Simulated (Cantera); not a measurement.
Input (Python, Cantera) and output of one run.

```python
import numpy as np
import cantera as ct

gas_names = """
    CL CL2 H HCL H2 N NH NH2 NH3 N2 N2H2 N2H4 Si SiCL SiCL2 SiCL3 SiCL4 SiH SiHCL3 SiH2 SiH2CL2 SiH3
    SiH3CL SiH4 SiN Si2 Si2N Si3
""".split()
cond_names = """
    NH4CL(a) NH4CL(b) Si(cr) Si(L) Si3N4(a)
""".split()


# ... load() reads the species with a 1 bar reference pressure and builds the phases ...
atoms = {
    'SiHCl3': {'Si': 1, 'H': 1, 'CL': 3},
    'NH3': {'N': 1, 'H': 3},
    'N2': {'N': 2},
}
top_T = {'Si3N4(a)': 2400}  # K; cautious upper limits of use, not melting points


# ... equilibrate(T, P, feed) seeds the gas with the atoms and calls Mixture.equilibrate('TP', solver="vcs", rtol=1e-11, max_steps=5000) ...
results = []
feed = {'SiHCl3': 1, 'NH3': 5.9, 'N2': 5.5}  # mol
P = 83  # Pa
for T in [1225, 1275, 1325, 1375, 1425, 1475, 1525, 1575, 1625, 1675, 1725, 1775, 1825]:
    mix = equilibrate(T, P, feed)
    results.append((T, P, feed, dict(zip(mix.species_names, mix.species_moles))))

top = {s: max(r[3][s] / sum(r[3][g] for g in gas_names) for r in results) for s in gas_names}
cols = sorted((s for s in top if top[s] > 0.0001), key=lambda s: -top[s])[:8]
seen = [c for c in cond_names if any(r[3].get(c, 0) > 1e-12 for r in results)]
print("log10 of partial pressures in bar; condensed amounts in mol")
print(f"{'T/K':>10s}" + "".join(f"{s[:9]:>10s}" for s in cols + seen))
for T, P, feed, n in results:
    ng = sum(n[g] for g in gas_names)
    print(f"{T:10.4g}" + "".join(f"{np.log10(max(n[s] / ng * P / 1e5, 1e-99)):10.3f}" for s in cols)
          + "".join(f"{n.get(c, 0):10.4g}" for c in seen))
```

Output:

```
log10 of partial pressures in bar; condensed amounts in mol
       T/K        H2        N2       HCL     SiCL2         H        Si      SiCL        CL    Si(cr)     Si(L)  Si3N4(a)
      1225    -3.456    -3.460    -3.878    -6.417    -8.234   -13.965   -12.008    -8.722         0         0    0.3294
      1275    -3.455    -3.459    -3.883    -5.988    -7.860   -12.805   -11.120    -8.359         0         0    0.3244
      1325    -3.454    -3.459    -3.894    -5.605    -7.513   -11.735   -10.306    -8.030         0         0    0.3132
      1375    -3.451    -3.457    -3.915    -5.275    -7.191   -10.743    -9.565    -7.736         0         0    0.2916
      1425    -3.447    -3.455    -3.951    -5.005    -6.890    -9.823    -8.895    -7.480         0         0    0.2567
      1475    -3.442    -3.452    -4.005    -4.795    -6.608    -8.967    -8.293    -7.262         0         0    0.2098
      1525    -3.436    -3.449    -4.073    -4.639    -6.344    -8.167    -7.751    -7.077         0         0    0.1564
      1575    -3.431    -3.446    -4.154    -4.526    -6.097    -7.420    -7.260    -6.920         0         0    0.1029
      1625    -3.431    -3.440    -4.221    -4.468    -5.867    -6.788    -6.858    -6.761    0.1967         0         0
      1675    -3.431    -3.441    -4.227    -4.465    -5.651    -6.363    -6.590    -6.554    0.1815         0         0
      1725    -3.433    -3.441    -4.222    -4.473    -5.448    -5.993    -6.360    -6.347         0    0.1757         0
      1775    -3.437    -3.443    -4.214    -4.485    -5.257    -5.659    -6.151    -6.148         0    0.1607         0
      1825    -3.441    -3.445    -4.208    -4.500    -5.077    -5.342    -5.956    -5.962         0     0.114         0
```

Cantera equilibrium calculation (NASA polynomials, part measured and part estimated; ideal gas, pure solids and liquids). The tables' values for SiCl, SiCl3, SiN are old estimates; treat these amounts as uncertain. Gases not in the tables: Si2H6 and higher silanes.
